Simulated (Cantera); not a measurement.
Input (Python, Cantera):

```python
import numpy as np
import cantera as ct

gas = ct.Solution("gri30.yaml", transport_model="mixture-averaged")
show = ['OH', 'N2', 'O']

rows = []
print(f"{'T/K':>7s}{'rho':>11s}{'cp':>10s}{'mu':>11s}{'lambda':>11s}{'Pr':>7s}" + "".join(f"{'D_' + s:>11s}" for s in show))
for T in [400, 650, 900, 1150, 1400, 1650, 1900, 2150, 2400]:
    gas.TPX = T, 100000, {'C2H4': 0.4, 'NH3': 0.062, 'CH3OH': 0.7}
    Pr = gas.cp_mass * gas.viscosity / gas.thermal_conductivity
    D = [gas.mix_diff_coeffs_mole[gas.species_index(s)] for s in show]
    rows.append([gas.density, gas.cp_mass, gas.viscosity, gas.thermal_conductivity, Pr, *D])
    print(f"{T:7g}{gas.density:11.4e}{gas.cp_mass:10.1f}{gas.viscosity:11.4e}"
          f"{gas.thermal_conductivity:11.4e}{Pr:7.3f}" + "".join(f"{d:11.4e}" for d in D))
print("SI units: kg/m3, J/kg/K, Pa s, W/m/K, m2/s")
```

It prints:

```
    T/K        rho        cp         mu     lambda     Pr       D_OH       D_N2        D_O
    400 8.9808e-01    1712.4 1.3233e-05 3.0713e-02  0.738 4.2384e-05 2.7562e-05 4.3226e-05
    650 5.5267e-01    2374.8 2.1053e-05 6.7182e-02  0.744 1.0052e-04 6.5929e-05 1.0252e-04
    900 3.9915e-01    2828.2 2.7936e-05 1.0655e-01  0.742 1.7614e-04 1.1597e-04 1.7963e-04
   1150 3.1238e-01    3183.6 3.4041e-05 1.4513e-01  0.747 2.6700e-04 1.7617e-04 2.7230e-04
   1400 2.5659e-01    3433.2 3.9545e-05 1.8187e-01  0.747 3.7172e-04 2.4556e-04 3.7910e-04
   1650 2.1772e-01    3616.3 4.4592e-05 2.1644e-01  0.745 4.8933e-04 3.2349e-04 4.9904e-04
   1900 1.8907e-01    3749.9 4.9287e-05 2.4882e-01  0.743 6.1910e-04 4.0948e-04 6.3140e-04
   2150 1.6708e-01    3848.1 5.3707e-05 2.7907e-01  0.741 7.6049e-04 5.0315e-04 7.7559e-04
   2400 1.4968e-01    3922.0 5.7912e-05 3.0730e-01  0.739 9.1304e-04 6.0422e-04 9.3117e-04
SI units: kg/m3, J/kg/K, Pa s, W/m/K, m2/s
```

Cantera simulation using GRI-Mech 3.0 (53 species, 325 reactions); the numbers are that mechanism's predictions, not measurements. Polar gases are described roughly by these parameters. The composition is frozen, though it would react at the higher temperatures.
